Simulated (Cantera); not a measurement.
A closed system holds: 1 mol PbO, 0.74 mol O2, 29 mol H2, equilibrated at 1323.15 K.

Equilibrium computed with Cantera from the NASA thermochemical tables; the gas is ideal and each condensed phase is pure. Candidate condensed phases: H2O, Pb, PbO, PbO2, Pb3O4; 12 gas species. Rates play no part.

Which condensed phases are stable at each of these points (P (Pa)): 10, 52, 270, 1400, 7200, 37000, 190000, 1000000?


| P (Pa) | condensed phases | Pb condensed (%) |
|---|---|---|
| 10 | gas only | 0.0 |
| 52 | gas only | 0.0 |
| 270 | gas only | 0.0 |
| 1400 | gas only | 0.0 |
| 7200 | gas only | 0.0 |
| 37000 | Pb(l) | 72.1 |
| 190000 | Pb(l) | 94.6 |
| 1000000 | Pb(l) | 99.0 |

From 10.0 Pa to 7200 Pa nothing is condensed. From 37000 Pa to 1000000 Pa the condensed part is Pb(l).
